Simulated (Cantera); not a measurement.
## Silicon etching in halogen gases: Si + SF6 + N2 + NF3

Charge: 1 mol Si, 1.4 mol SF6, 0.12 mol N2, 3.5 mol NF3, equilibrated at 113 Torr.

These are equilibrium values from Cantera (NASA tables, ideal gas, pure condensed phases), not measurements of a reactor. Candidate condensed phases: S, Si, Si3N4; 29 gas species. Equilibrium is a limit: real reactors are often held back by kinetics, nucleation or transport.

| T (K) | log p F2 | log p F | log p N2 | log p SF6 | log p NF3 | log p SiF4 | log p NF2 | log p SF5 |
|---|---|---|---|---|---|---|---|---|
| 800 | -1.43 | -2.80 | -1.51 | -1.49 | -1.60 | -1.63 | -7.03 | <-12 |
| 825 | -1.36 | -2.60 | -1.49 | -1.51 | -1.74 | -1.65 | -6.88 | <-12 |
| 850 | -1.31 | -2.42 | -1.47 | -1.52 | -1.90 | -1.67 | -6.76 | <-12 |
| 875 | -1.28 | -2.26 | -1.46 | -1.54 | -2.08 | -1.68 | -6.66 | <-12 |
| 900 | -1.27 | -2.12 | -1.46 | -1.55 | -2.27 | -1.70 | -6.59 | <-12 |
| 925 | -1.27 | -1.99 | -1.45 | -1.56 | -2.47 | -1.71 | -6.53 | -12.48 |
| 950 | -1.28 | -1.87 | -1.45 | -1.57 | -2.68 | -1.71 | -6.49 | -12.02 |
| 975 | -1.29 | -1.76 | -1.46 | -1.58 | -2.88 | -1.72 | -6.46 | -11.58 |
| 1000 | -1.31 | -1.67 | -1.46 | -1.58 | -3.09 | -1.73 | -6.43 | -11.16 |
| 1025 | -1.34 | -1.58 | -1.47 | -1.59 | -3.31 | -1.74 | -6.42 | -10.75 |
| 1050 | -1.38 | -1.49 | -1.48 | -1.60 | -3.52 | -1.75 | -6.42 | -10.37 |
| 1075 | -1.43 | -1.42 | -1.49 | -1.61 | -3.74 | -1.76 | -6.43 | -9.99 |
| 1100 | -1.48 | -1.36 | -1.50 | -1.62 | -3.97 | -1.77 | -6.45 | -9.63 |
log p: log10 of the partial pressure in bar; nothing condenses.

From 800 K to 1100 K nothing is condensed. The main Si-bearing gas is SiF4 throughout.
